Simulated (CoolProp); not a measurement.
The numbers come from the reference Helmholtz-energy equation of state, Smukala 2000 in CoolProp.

Question: For ethylene, give the phase and the Z, cp (kJ/(kg K)), cv (kJ/(kg K)), speed of sound (m/s) at 304.9 K and 2700 kPa; 304.9 K and 4860 kPa; 304.9 K and 6480 kPa.

Answer: 
- 304.9 K and 2700 kPa: gas; Z 0.843, cp 1.93, cv 1.33, speed of sound 302
- 304.9 K and 4860 kPa: gas; Z 0.682, cp 2.80, cv 1.43, speed of sound 273
- 304.9 K and 6480 kPa: supercritical; Z 0.520, cp 5.20, cv 1.56, speed of sound 254
